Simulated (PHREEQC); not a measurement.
Consider water at 25 °C and 100 atm with 0.0055 mol/kgw TMAH and 0.0028 mol/kgw Na2SiO3. Closed to the air; pH follows from the charge balance.

Equilibrium calculation in PHREEQC: ion-association model, phreeqc.dat.

Precipitation was switched off in this run.

Task: Order these Si species by the share of Si that they hold, largest first: H4SiO4, H3SiO4-, H2SiO4-2.

Result: H3SiO4- (93 %), H2SiO4-2 (6.4 %), H4SiO4 (0.77 %)

The pH is 11.82 and the ionic strength 0.0113 mol/kgw. Under pressure, the constants of complexes without a molar volume in the database are unreliable. (CH3)4N+ isn't in the database: it is added as a free cation with an ion size of 4 Å.
